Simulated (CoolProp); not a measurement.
Vapour-liquid equilibrium of n-heptane (1) + ethylbenzene (2) at 381.6 K; x and y are mole fractions of (1).

Values from CoolProp's multi-fluid Helmholtz-energy mixture model, Span 2003 and Zhou 2012; pair parameters Bell 2016.

Give the bubble pressure and the first vapour's composition at x = 0.35, 0.5, 0.65. Is there an azeotrope?

x = 0.35: 83.55 kPa, y = 0.626; x = 0.5: 96.44 kPa, y = 0.739; x = 0.65: 108.4 kPa, y = 0.827. No azeotrope shows between x = 0.05 and 0.95.

Pair parameters are fitted to limited data, so mixtures are less certain than the pure fluids.
